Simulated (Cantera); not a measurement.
Charge: 1 mol SiF4, 0.04 mol C2H4, 28 mol H2, held at 1150 °C and 1.35 Torr.

Cantera equilibrium calculation (NASA polynomials, part measured and part estimated; ideal gas, pure solids and liquids). The tables' values for SiF3, SiF2 are old estimates; treat these amounts as uncertain. The numbers say what is thermodynamically allowed, not how fast it happens.

```tsv
species	before	after
H2	0.953	0.962
SiF4	0.0265	0.0322
HF	0.0151	0.00439
SiF2	0.000485	2.91e-5
H	0.000153	1.12e-5
SiF3	0.00443	0.000987
CH4	6.22e-6	1.83e-5
SiHF3	0.000459	0.000398
C(graphite), mol	0.0123	0.0580
SiC(s), mol	0.0673	0.0214
```
Gas species are given as mole fractions.

Question: Which change was made?
A. pressure from 1.35 Torr to 24.8 Torr
B. temperature from 1150 °C to 977 °C
C. temperature from 1150 °C to 1200 °C
D. pressure from 1.35 Torr to 1.00 Torr

Answer: B, temperature from 1150 °C to 977 °C
